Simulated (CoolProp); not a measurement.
Saturated liquid density (kg/m³) of n-dodecane: the reference equation beside estimates from Tc = 658.1 K, pc = 1.818 MPa, ω = 0.574. Rackett uses Z = 0.29056 − 0.08775 ω.

The numbers come from the reference Helmholtz-energy equation of state, Lemmon 2004 in CoolProp. It is a short technical equation, of lower accuracy than the large ones.

```json
[
 {"T (K)": "496.7", "reference": "587.2", "Rackett": "612.0", "van der Waals": "306.7", "Redlich-Kwong": "439.1", "Peng-Robinson": "546.8"},
 {"T (K)": "508.5", "reference": "575.7", "Rackett": "599.6", "van der Waals": "300.9", "Redlich-Kwong": "428.8", "Peng-Robinson": "535.6"},
 {"T (K)": "520.2", "reference": "563.9", "Rackett": "586.8", "van der Waals": "294.9", "Redlich-Kwong": "418.0", "Peng-Robinson": "523.7"},
 {"T (K)": "532", "reference": "551.5", "Rackett": "573.5", "van der Waals": "288.6", "Redlich-Kwong": "406.7", "Peng-Robinson": "510.8"},
 {"T (K)": "543.8", "reference": "538.4", "Rackett": "559.5", "van der Waals": "282.0", "Redlich-Kwong": "394.7", "Peng-Robinson": "496.9"},
 {"T (K)": "555.6", "reference": "524.6", "Rackett": "544.9", "van der Waals": "275.0", "Redlich-Kwong": "382.1", "Peng-Robinson": "481.8"},
 {"T (K)": "567.4", "reference": "509.9", "Rackett": "529.4", "van der Waals": "267.6", "Redlich-Kwong": "368.7", "Peng-Robinson": "465.3"},
 {"T (K)": "579.2", "reference": "494.1", "Rackett": "512.9", "van der Waals": "259.6", "Redlich-Kwong": "354.5", "Peng-Robinson": "447.3"},
 {"T (K)": "590.9", "reference": "477.1", "Rackett": "495.4", "van der Waals": "251.1", "Redlich-Kwong": "339.2", "Peng-Robinson": "427.5"},
 {"T (K)": "602.7", "reference": "458.3", "Rackett": "476.0", "van der Waals": "241.7", "Redlich-Kwong": "322.6", "Peng-Robinson": "405.3"},
 {"T (K)": "614.5", "reference": "437.3", "Rackett": "454.3", "van der Waals": "231.3", "Redlich-Kwong": "304.1", "Peng-Robinson": "380.0"}
]
```

Absolute difference from the reference over all 11 rows, mean and median: Rackett 3.9 and 3.9 %, van der Waals 47.5 and 47.6 %, Redlich-Kwong 27.4 and 27.2 %, Peng-Robinson 8.9 and 8.2 %.
